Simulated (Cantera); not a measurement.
An isothermal, constant-pressure homogeneous reactor starts with NO : N2 = 1 : 1.9 (molar parts), at 1523 K and 750 Torr.

Detailed kinetics in Cantera: GRI-Mech 3.0 (53 species, 325 reactions).

Q: Predict: x(NO) at 40.0 s; x(O) at 40.0 s; x(N2) at 40.0 s; x(O2) at 40.0 s; x(NO2) at 40.0 s; x(N2O) at 40.0 s.

A: 
- x(NO) at 40.0 s: 0.256 (gas-phase equilibrium 0.00127)
- x(O) at 40.0 s: 1.19e-6 (gas-phase equilibrium 2.30e-6)
- x(N2) at 40.0 s: 0.699 (gas-phase equilibrium 0.827)
- x(O2) at 40.0 s: 0.0438 (gas-phase equilibrium 0.172)
- x(NO2) at 40.0 s: 0.000589 (gas-phase equilibrium 5.74e-6)
- x(N2O) at 40.0 s: 2.24e-5 (gas-phase equilibrium 7.94e-8)
